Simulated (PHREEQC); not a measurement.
Dissolve 0.0013 mol BaCl2 per kg of water at 20 °C. Closed to the air; pH follows from the charge balance.

Computed with PHREEQC (ion-association model, phreeqc.dat).

No solid was allowed to form.

Question: What specific conductance does the model give?

Answer: specific conductance 302 µS/cm.
